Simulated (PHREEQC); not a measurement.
Consider water at 24 °C with 0.0032 mol Na2HPO4 per kg of water. Closed to the air; pH follows from the charge balance.

All values are PHREEQC results (ion-association model, wateq4f.dat), not measurements.

* **pH**: 9.24
* **ionic strength**: 0.00953 mol/kgw
* **total alkalinity**: 3.20 meq/kg

```tsv
species	molality	activity	log γ
Na+	0.00637	0.00577	-0.043
HPO4-2	0.00315	0.00212	-0.171
NaHPO4-	2.63e-5	2.39e-5	-0.042
H2PO4-	2.18e-5	1.98e-5	-0.042
OH-	1.79e-5	1.61e-5	-0.045
PO4-3	3.96e-6	1.63e-6	-0.386
```

No solid was allowed to form. H3PO4, which wateq4f.dat lacks, is added to it with the constant of phreeqc.dat.
